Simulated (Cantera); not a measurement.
A closed system holds: 1 mol PbO, 3.2 mol H₂, equilibrated at 0.133 bar.

Method: chemical equilibrium by Gibbs-energy minimisation in Cantera with the NASA 1993 tables (ideal gas, pure condensed phases). Candidate condensed phases: H₂O, Pb, PbO, PbO₂, Pb₃O₄; 12 gas species. Equilibrium is a limit: real reactors are often held back by kinetics, nucleation or transport.

Problem. Which condensed phases are stable at each of these points (T (K)): 548, 648, 748, 848, 948, 1048, 1148, 1248, 1348, 1448, 1548, 1648?

Solution. 
```
T (K)  condensed phases  Pb condensed (%)
-----  ----------------  ----------------
548               Pb(s)             100.0
648               Pb(l)             100.0
748               Pb(l)             100.0
848               Pb(l)             100.0
948               Pb(l)             100.0
1048              Pb(l)              99.9
1148              Pb(l)              99.3
1248              Pb(l)              96.8
1348              Pb(l)              88.1
1448              Pb(l)              60.6
1548           gas only               0.0
1648           gas only               0.0
```

At 548 K the condensed part is Pb(s). From 648 K to 1448 K the condensed part is Pb(l). From 1548 K to 1648 K nothing is condensed.
